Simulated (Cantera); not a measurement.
Charge: 1 mol CH4, 10 mol H2, at 0.220 bar.

Method: chemical equilibrium by Gibbs-energy minimisation in Cantera with the NASA 1993 tables (ideal gas, pure condensed phases). Candidate condensed phases: C, C6H6, C7H8, C8H18; 86 gas species. Ions and electrons are included (thermal ionisation). Equilibrium is a limit: real reactors are often held back by kinetics, nucleation or transport. All values below are at 3477 °C.

Base state: H 0.824, H2 0.149, C 0.0127, C3 0.00517, C2H 0.00399, C2 0.00326, C2H2 (acetylene) 0.00181, CH 0.000387 (mole fractions); condensed: gas only.

Task: What changes in the equilibrium state with this change: 0.085 mol N2 added?

Result: 
```json
[
 {"species": "H", "before": "0.824", "after": "0.821"},
 {"species": "H2", "before": "0.149", "after": "0.148"},
 {"species": "C", "before": "0.0127", "after": "0.0122"},
 {"species": "N2", "before": "0", "after": "0.00198"},
 {"species": "CN", "before": "0", "after": "0.00172"},
 {"species": "HCN", "before": "0", "after": "0.00170"},
 {"species": "HNC", "before": "0", "after": "0.000514"},
 {"species": "N", "before": "0", "after": "6.38e-5"},
 {"species": "C5", "before": "2.01e-5", "after": "1.61e-5"},
 {"species": "C4", "before": "1.84e-5", "after": "1.55e-5"}
]
```
